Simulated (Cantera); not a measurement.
Input: 1 mol Al, 1.5 mol N2, 2.6 mol NH3, equilibrated at 1525 K and 0.110 bar.

These are equilibrium values from Cantera (NASA tables, ideal gas, pure condensed phases), not measurements of a reactor. Candidate condensed phases: Al, AlN; 13 gas species. The numbers say what is thermodynamically allowed, not how fast it happens.

Base state: H2 0.629, N2 0.371, H 5.66e-5 (mole fractions); condensed: AlN(s).

Q: What changes in the equilibrium state with this change: temperature from 1525 K to 2175 K?

A: 
```
species       before     after
-----------  -------  --------
H2             0.629     0.600
N2             0.371     0.368
Al           6.43e-9    0.0195
H            5.66e-5    0.0114
AlH          1.85e-9  0.000985
AlN(s), mol     1.00     0.868
```
